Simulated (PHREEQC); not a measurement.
# Arsenic or selenium liquor (model solution)

Make-up at 25 °C: 1.6 mmol/kgw H3AsO4, 3 mmol/kgw NH3 and 18 mmol/kgw CaCl2. Closed to the air; pH follows from the charge balance.

Equilibrium calculation in PHREEQC: ion-association model, wateq4f.dat.

Precipitation was switched off in this run.

Q: Predict the pH.

A: pH 7.61.

Q: In which forms is N present?

A: NH4+ 98 %, NH3 1.8 % of the N.

The database has no arsenate complexes of Ca.
